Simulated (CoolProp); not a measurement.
A simple Rankine cycle with R245fa: condensing at 318.15 K, boiler at 1.77 MPa, turbine inlet 393.8 K, turbine efficiency 0.9, pump efficiency 0.6, no recuperator. Each further row changes one setting.

Values from CoolProp's reference Helmholtz-energy equation of state, Akasaka 2015.

```json
[
 {"case": "as stated", "thermal efficiency (%)": "12.5", "net work (kJ/kg)": "28.7", "heat in (kJ/kg)": "229", "turbine exit temperature (K)": "339.9", "volume ratio over the turbine": "6.83"},
 {"case": "turbine inlet 413.8 K", "thermal efficiency (%)": "12.5", "net work (kJ/kg)": "32.0", "heat in (kJ/kg)": "256", "turbine exit temperature (K)": "363.3", "volume ratio over the turbine": "6.42"},
 {"case": "condensing temperature 310.15 K", "thermal efficiency (%)": "13.8", "net work (kJ/kg)": "33.2", "heat in (kJ/kg)": "240", "turbine exit temperature (K)": "333.9", "volume ratio over the turbine": "8.82"},
 {"case": "boiler pressure 1.24 MPa", "thermal efficiency (%)": "10.5", "net work (kJ/kg)": "25.4", "heat in (kJ/kg)": "241", "turbine exit temperature (K)": "354.9", "volume ratio over the turbine": "4.37"},
 {"case": "turbine efficiency 0.8", "thermal efficiency (%)": "11.0", "net work (kJ/kg)": "25.3", "heat in (kJ/kg)": "229", "turbine exit temperature (K)": "343.3", "volume ratio over the turbine": "6.92"}
]
```
